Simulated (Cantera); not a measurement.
Standard-state values (1 bar) from the NASA 1993 polynomials, evaluated with Cantera. Values are per mole of reaction as written; species without (g) are pure solids or liquids, kept so even where they would boil at 1 bar.

3 AlCl(g) → AlCl3(g) + 2 Al

| T (K) | ΔH° (kJ) | ΔS° (J/K) | ΔG° (kJ) | log10 K |
|---|---|---|---|---|
| 1075 | ? | ? | ? | ? |
| 1150 | -385.2 | -255.2 | -91.6 | 4.16 |
| 1225 | -382.7 | -253.2 | -72.6 | 3.09 |
| 1300 | -380.3 | -251.3 | -53.6 | 2.16 |
| 1375 | ? | ? | ? | ? |
| 1450 | ? | ? | ? | ? |
| 1525 | -373.1 | -246.1 | 2.3 | -0.08 |
| 1600 | ? | ? | ? | ? |

Problem. Fill in the missing entries.

Solution. 
- 1075, ΔH° (kJ): -387.6
- 1075, ΔS° (J/K): -257.4
- 1075, ΔG° (kJ): -110.9
- 1075, log10 K: 5.39
- 1375, ΔH° (kJ): -377.9
- 1375, ΔS° (J/K): -249.5
- 1375, ΔG° (kJ): -34.9
- 1375, log10 K: 1.32
- 1450, ΔH° (kJ): -375.5
- 1450, ΔS° (J/K): -247.8
- 1450, ΔG° (kJ): -16.2
- 1450, log10 K: 0.58
- 1600, ΔH° (kJ): -370.7
- 1600, ΔS° (J/K): -244.6
- 1600, ΔG° (kJ): 20.7
- 1600, log10 K: -0.68
